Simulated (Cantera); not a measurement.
A Cantera script and its output.

```python
import numpy as np
import cantera as ct

gas = ct.Solution("h2o2.yaml")
gas.TPX = 1250, 100000, {'H2': 0.35, 'O2': 1, 'N2': 0.78}
reactor = ct.IdealGasConstPressureReactor(gas, energy="off", clone=False)
net = ct.ReactorNet([reactor])
net.rtol, net.atol = 1e-08, 1e-18
show = ['H2', 'O2', 'H2O', 'H2O2', 'OH', 'O']
times = np.geomspace(0.0002, 10, 13)

steps = ct.SolutionArray(gas, extra=["t"])
rows = []
print(f"{'t/s':>10s}{'T/K':>9s}{'P/Pa':>11s}" + "".join(f"{s:>11s}" for s in show))
for t in times:
    while net.time < t:
        t_next = net.step()
        steps.append(gas.state, t=t_next)
    rows.append([np.interp(t, steps.t, y) for y in (steps.T, steps.P, *steps(*show).X.T)])
    print(f"{t:10.3e}{rows[-1][0]:9.1f}{rows[-1][1]:11.4g}" + "".join(f"{x:11.3e}" for x in rows[-1][2:]))
rate = np.gradient(steps.T, steps.t)
print("integrator steps:", len(steps.t))
if steps.T.max() > steps.T[0] + 200:
    print(f"time of steepest temperature rise: {steps.t[rate.argmax()]:.4e} s")
gas.TPX = 1250, 100000, {'H2': 0.35, 'O2': 1, 'N2': 0.78}
gas.equilibrate("TP")
print(f"equilibrium (TP): T = {gas.T:.1f} K  " + "  ".join(f"{s} {gas[s].X[0]:.3e}" for s in show))
```

Output:

```
       t/s      T/K       P/Pa         H2         O2        H2O       H2O2         OH          O
 2.000e-04   1250.0      1e+05  2.395e-04  4.219e-01  1.786e-01  1.951e-06  3.499e-04  8.186e-05
 4.927e-04   1250.0      1e+05  4.609e-05  4.219e-01  1.789e-01  6.994e-07  1.752e-04  1.782e-05
 1.214e-03   1250.0      1e+05  6.198e-06  4.220e-01  1.790e-01  2.593e-07  9.269e-05  4.561e-06
 2.991e-03   1250.0      1e+05  6.182e-07  4.220e-01  1.790e-01  9.668e-08  5.133e-05  1.375e-06
 7.368e-03   1250.0      1e+05  9.772e-08  4.220e-01  1.790e-01  3.758e-08  3.008e-05  4.757e-07
 1.815e-02   1250.0      1e+05  3.193e-08  4.220e-01  1.790e-01  1.550e-08  1.855e-05  1.822e-07
 4.472e-02   1250.0      1e+05  1.437e-08  4.220e-01  1.790e-01  7.210e-09  1.226e-05  8.012e-08
 1.102e-01   1250.0      1e+05  1.004e-08  4.220e-01  1.790e-01  4.632e-09  9.599e-06  4.937e-08
 2.714e-01   1250.0      1e+05  9.574e-09  4.220e-01  1.790e-01  4.288e-09  9.190e-06  4.530e-08
 6.687e-01   1250.0      1e+05  9.569e-09  4.220e-01  1.790e-01  4.284e-09  9.185e-06  4.526e-08
 1.648e+00   1250.0      1e+05  9.569e-09  4.220e-01  1.790e-01  4.284e-09  9.185e-06  4.526e-08
 4.059e+00   1250.0      1e+05  9.569e-09  4.220e-01  1.790e-01  4.284e-09  9.185e-06  4.526e-08
 1.000e+01   1250.0      1e+05  9.569e-09  4.220e-01  1.790e-01  4.284e-09  9.185e-06  4.526e-08
integrator steps: 1472
equilibrium (TP): T = 1250.0 K  H2 9.569e-09  O2 4.220e-01  H2O 1.790e-01  H2O2 4.284e-09  OH 9.185e-06  O 4.526e-08
```

Computed with Cantera and the H2/O2 subset of GRI-Mech 3.0, which has no nitrogen chemistry. The temperature is held fixed by assumption; the heat of reaction is taken as removed at once.
